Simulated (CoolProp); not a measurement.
Vapour-liquid equilibrium of R22 (1) + R113 (2) at 148 kPa; x and y are mole fractions of (1).

Computed with CoolProp (multi-fluid Helmholtz-energy mixture model, Kamei 1995 and Marx 1992; pair parameters Bell 2016).

Q: Give the bubble temperature and the first vapour's composition at x = 0.25, 0.75, 0.95. Is there an azeotrope?

A: x = 0.25: 270.5 K, y = 0.928; x = 0.75: 246.4 K, y = 0.991; x = 0.95: 241.9 K, y = 0.998. No azeotrope shows between x = 0.05 and 0.95.

The pair parameters rest on a limited set of measurements; away from them the model extrapolates.
